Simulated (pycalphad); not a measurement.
CALPHAD calculation (pycalphad, COST 507 light-alloy database (1999)), 1 atm. The database dates from 1999; later assessments differ in places, in temperatures and in the compounds included. Phase fractions are per mole of atoms. Kinetics are ignored, which matters at the lower temperatures.

Give the equilibrium state of Ti-71.9C (at.%) at 750 K.

fcc, fraction 0.554, with 49.3 C at.%; graphite, fraction 0.446, with 100 C at.%.

Give the equilibrium state of Ti-71.9C (at.%) at 3300 K.


```
T = 3300.00 K, P = 101325 Pa, N = 1 mol of atoms
G = -197613 J/mol, H = 118039 J/mol, S = 95.65 J/(mol K)  (SER reference)
chemical potentials (J/mol): Ti -426845, C -108024
phase             fraction      x(Ti)       x(C)
LIQUID              0.8959     0.3136     0.6864
GRAPHITE            0.1041       none     1.0000
```

An entry "none" or "no" means that the model of the phase leaves that element out. The fcc model also describes the rock-salt carbide or nitride (TiC, TiN, HfC).
